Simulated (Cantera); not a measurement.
Feed: 1 mol CaCO3, 5.9 mol CO2, equilibrated at 1927 °C and 1.00 bar.

Equilibrium computed with Cantera from the NASA thermochemical tables; the gas is ideal and each condensed phase is pure. Candidate condensed phases: C, Ca, CaCO3, CaO; 15 gas species. Equilibrium is a limit: real reactors are often held back by kinetics, nucleation or transport.

Base state: CO2 0.940, CO 0.0401, O2 0.0199, O 0.000381 (mole fractions); condensed: CaO(s).

What changes in the equilibrium state with this change: temperature from 1927 °C to 1052 °C?


| species | before | after |
|---|---|---|
| CO2 | 0.940 | 1.000 |
| CO | 0.0401 | 5.00e-5 |
| O2 | 0.0199 | 2.50e-5 |
| O | 0.000381 | 1.38e-9 |
| CaO(s), mol | 1.00 | 1.00 |
